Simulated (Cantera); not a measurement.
A Cantera script and its output.

```python
import numpy as np
import cantera as ct

gas = ct.Solution("gri30.yaml")
gas.TPX = 1275, 2666, {'N2O': 1}
inlet = ct.Reservoir(gas, clone=True)

reactor = ct.IdealGasConstPressureReactor(gas, energy="off", clone=False)
exhaust = ct.Reservoir(gas, clone=True)
tau = [1.3, 0.59, 0.28, 0.13, 0.064, 0.03, 0.014, 0.0068, 0.0032, 0.0015, 0.00073][0]
for a, b in ((inlet, reactor), (reactor, exhaust)):
    ct.MassFlowController(a, b, mdot=lambda t: reactor.mass / tau)
net = ct.ReactorNet([reactor])
show = ['N2O', 'NO', 'O', 'N2', 'NO2']

rows = []
print(f"{'tau/s':>10s}{'T/K':>9s}" + "".join(f"{s:>11s}" for s in show))
for tau in [1.3, 0.59, 0.28, 0.13, 0.064, 0.03, 0.014, 0.0068, 0.0032, 0.0015, 0.00073]:
    net.initial_time = 0.0
    net.advance(30 * tau)
    before = gas.X
    net.advance(40 * tau)
    drift = np.max(np.abs(gas.X - before) / (gas.X + 1e-9))
    rows.append([gas.T, *gas[show].X, drift])
    print(f"{tau:10.3e}{gas.T:9.1f}" + "".join(f"{x:11.3e}" for x in gas[show].X))
```

It prints:

```
     tau/s      T/K        N2O         NO          O         N2        NO2
 1.300e+00   1275.0  8.913e-01  9.927e-03  5.459e-06  6.750e-02  2.414e-06
 5.900e-01   1275.0  9.475e-01  4.792e-03  5.462e-06  3.258e-02  9.916e-07
 2.800e-01   1275.0  9.744e-01  2.339e-03  5.461e-06  1.590e-02  3.823e-07
 1.300e-01   1275.0  9.879e-01  1.100e-03  5.458e-06  7.481e-03  1.244e-07
 6.400e-02   1275.0  9.940e-01  5.443e-04  5.451e-06  3.704e-03  3.872e-08
 3.000e-02   1275.0  9.972e-01  2.552e-04  5.434e-06  1.739e-03  9.921e-09
 1.400e-02   1275.0  9.987e-01  1.185e-04  5.398e-06  8.103e-04  2.321e-09
 6.800e-03   1275.0  9.994e-01  5.685e-05  5.329e-06  3.915e-04  5.556e-10
 3.200e-03   1275.0  9.997e-01  2.603e-05  5.183e-06  1.820e-04  1.189e-10
 1.500e-03   1275.0  9.999e-01  1.153e-05  4.896e-06  8.320e-05  2.353e-11
 7.300e-04   1275.0  9.999e-01  5.054e-06  4.410e-06  3.874e-05  4.544e-12
```

Cantera simulation using GRI-Mech 3.0 (53 species, 325 reactions); the numbers are that mechanism's predictions, not measurements. GRI-Mech 3.0 was tuned for natural gas; its chemistry of N2O as a main component is partial and can be far from experiment. Radical loss at walls, strong at low pressure, is not modelled. The mechanism lacks the step 2 NO + O2 → 2 NO2, which can matter for NO2 below about 1400 K. The temperature is held fixed by assumption; the heat of reaction is taken as removed at once.
